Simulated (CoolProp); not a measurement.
Vapour-liquid equilibrium of isobutene (1) + n-butane (2) at 0.134 MPa; x and y are mole fractions of (1).

Model: multi-fluid Helmholtz-energy mixture model, Lemmon 2005 and Bücker 2006; pair parameters Bell 2016, in CoolProp.

```csv
x,bubble temperature (K),y at the bubble point,dew temperature at overall composition x (K),liquid density (mol/L)
0.05,279.8,0.065,279.9,10.24
0.125,279.1,0.158,279.3,10.30
0.2,278.5,0.245,278.8,10.36
0.275,277.9,0.328,278.2,10.42
0.35,277.3,0.407,277.7,10.48
0.425,276.8,0.483,277.2,10.54
0.5,276.3,0.556,276.7,10.60
0.575,275.8,0.627,276.2,10.66
0.65,275.4,0.697,275.7,10.72
0.725,275.0,0.764,(withheld),10.78
0.8,274.6,0.830,274.7,10.85
0.875,274.2,(withheld),274.3,10.91
0.95,273.8,(withheld),273.8,10.97
```

Q: Complete the blanks.

A: 
- 0.725, dew temperature at overall composition x (K): 275.2
- 0.875, y at the bubble point: 0.895
- 0.95, y at the bubble point: 0.958

No azeotrope shows between x = 0.05 and 0.95.

The pair parameters rest on a limited set of measurements; away from them the model extrapolates.
